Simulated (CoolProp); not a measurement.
Computed with CoolProp (reference Helmholtz-energy equation of state, Thol 2015).

Question: For octamethylcyclotetrasiloxane (D4), give the phase and the density (kg/m³), Joule-Thomson coefficient (K/MPa), expansivity (1/kK), fugacity coefficient at 458.3 K and 454 kPa; 508.4 K and 454 kPa.

Answer: 
- 458.3 K and 454 kPa: liquid; density 754, Joule-Thomson coefficient -0.0816, expansivity 1.91, fugacity coefficient 0.267
- 508.4 K and 454 kPa: liquid; density 673, Joule-Thomson coefficient 0.296, expansivity 2.82, fugacity coefficient 0.689
